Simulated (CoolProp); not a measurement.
R245ca at several states: fugacity coefficient from the reference equation and from simpler models built on Tc = 447.6 K, pc = 3941 kPa, ω = 0.355; each cubic takes its own stable root.

Computed with CoolProp (reference Helmholtz-energy equation of state, Zhou 2016).

| T (K) | p (kPa) | phase | reference |
|---|---|---|---|
| 360 | 1530 | liquid | 0.3991 |
| 392 | 10000 | liquid | 0.1537 |
| 278.1 | 5170 | liquid | 0.01003 |
| 432.9 | 37.3 | gas | 0.9963 |
| 428.1 | 252 | gas | 0.9738 |
| 229.2 | 152 | liquid | 0.01612 |

Problem. How far does each simpler model (van der Waals, Redlich-Kwong, Soave-Redlich-Kwong, Peng-Robinson) lie from the reference over these 6 states: mean and median of the absolute difference, and the worst?

Solution. 
- van der Waals: mean 999.4 %, median 88.0 %, worst +4921.1 % at 229.2 K and 152 kPa
- Redlich-Kwong: mean 107.1 %, median 34.8 %, worst +403.2 % at 229.2 K and 152 kPa
- Soave-Redlich-Kwong: mean 2.6 %, median 2.1 %, worst +6.1 % at 392 K and 10000 kPa
- Peng-Robinson: mean 2.7 %, median 0.3 %, worst +13.8 % at 229.2 K and 152 kPa

At some of these states van der Waals gives the other phase, because its saturation line lies elsewhere.
